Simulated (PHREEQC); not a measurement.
0.18 g of hydrous ferric oxide (600 m²/g; 0.2 weak and 0.005 strong sites per Fe, Dzombak-Morel constants, diffuse double layer) in 1 kg of water with 0.001 mol/kgw of an inert sodium salt and 4.9e-06 mol/kgw MgCl2 and 0.00028 mol/kgw NiCl2, at 25 °C; the pH is set by adding NaOH or the inert anion's acid. Oxygen alone is held at its pressure in air (log pO2 = -0.68). The system is closed to CO2. Precipitation was switched off in this run.

Base run: PHREEQC, ion-association model, wateq4f.dat. Each further column changes one thing. The table gives Ni sorbed (%).

```json
[
 {"pH": "4", "base": "0.0", "no electrostatic term (-no_edl)": "0.0", "background salt from 0.001 to 0.0001 mol/kgw": "0.0", "oxide from 0.18 to 0.9 g/kgw": "0.0", "5.8e-05 mol/kgw NaF added": "0.0"},
 {"pH": "4.38", "base": "0.0", "no electrostatic term (-no_edl)": "0.1", "background salt from 0.001 to 0.0001 mol/kgw": "0.0", "oxide from 0.18 to 0.9 g/kgw": "0.1", "5.8e-05 mol/kgw NaF added": "0.0"},
 {"pH": "5.12", "base": "0.4", "no electrostatic term (-no_edl)": "1.2", "background salt from 0.001 to 0.0001 mol/kgw": "0.3", "oxide from 0.18 to 0.9 g/kgw": "?", "5.8e-05 mol/kgw NaF added": "0.5"},
 {"pH": "5.5", "base": "1.3", "no electrostatic term (-no_edl)": "3.1", "background salt from 0.001 to 0.0001 mol/kgw": "1.2", "oxide from 0.18 to 0.9 g/kgw": "6.1", "5.8e-05 mol/kgw NaF added": "1.5"},
 {"pH": "5.88", "base": "3.0", "no electrostatic term (-no_edl)": "6.1", "background salt from 0.001 to 0.0001 mol/kgw": "2.9", "oxide from 0.18 to 0.9 g/kgw": "14.1", "5.8e-05 mol/kgw NaF added": "3.2"},
 {"pH": "6.62", "base": "11.3", "no electrostatic term (-no_edl)": "39.3", "background salt from 0.001 to 0.0001 mol/kgw": "11.3", "oxide from 0.18 to 0.9 g/kgw": "44.1", "5.8e-05 mol/kgw NaF added": "11.9"},
 {"pH": "7", "base": "24.0", "no electrostatic term (-no_edl)": "68.0", "background salt from 0.001 to 0.0001 mol/kgw": "24.0", "oxide from 0.18 to 0.9 g/kgw": "73.0", "5.8e-05 mol/kgw NaF added": "24.6"},
 {"pH": "7.38", "base": "39.5", "no electrostatic term (-no_edl)": "86.2", "background salt from 0.001 to 0.0001 mol/kgw": "39.5", "oxide from 0.18 to 0.9 g/kgw": "92.1", "5.8e-05 mol/kgw NaF added": "39.9"},
 {"pH": "8.12", "base": "62.8", "no electrostatic term (-no_edl)": "97.5", "background salt from 0.001 to 0.0001 mol/kgw": "62.6", "oxide from 0.18 to 0.9 g/kgw": "99.7", "5.8e-05 mol/kgw NaF added": "?"},
 {"pH": "8.5", "base": "69.1", "no electrostatic term (-no_edl)": "?", "background salt from 0.001 to 0.0001 mol/kgw": "68.8", "oxide from 0.18 to 0.9 g/kgw": "?", "5.8e-05 mol/kgw NaF added": "69.1"},
 {"pH": "8.88", "base": "72.4", "no electrostatic term (-no_edl)": "99.2", "background salt from 0.001 to 0.0001 mol/kgw": "?", "oxide from 0.18 to 0.9 g/kgw": "100.0", "5.8e-05 mol/kgw NaF added": "72.4"},
 {"pH": "9.62", "base": "74.1", "no electrostatic term (-no_edl)": "98.9", "background salt from 0.001 to 0.0001 mol/kgw": "73.7", "oxide from 0.18 to 0.9 g/kgw": "100.0", "5.8e-05 mol/kgw NaF added": "74.1"},
 {"pH": "10", "base": "73.6", "no electrostatic term (-no_edl)": "96.4", "background salt from 0.001 to 0.0001 mol/kgw": "73.4", "oxide from 0.18 to 0.9 g/kgw": "100.0", "5.8e-05 mol/kgw NaF added": "73.6"}
]
```

Some entries are withheld; supply them.


- 5.12, oxide from 0.18 to 0.9 g/kgw: 1.7
- 8.12, 5.8e-05 mol/kgw NaF added: 62.9
- 8.5, no electrostatic term (-no_edl): 98.8
- 8.5, oxide from 0.18 to 0.9 g/kgw: 99.9
- 8.88, background salt from 0.001 to 0.0001 mol/kgw: 72.0

In at least one series the solution becomes supersaturated in solids that the run did not let form, among them Ni(OH)2.
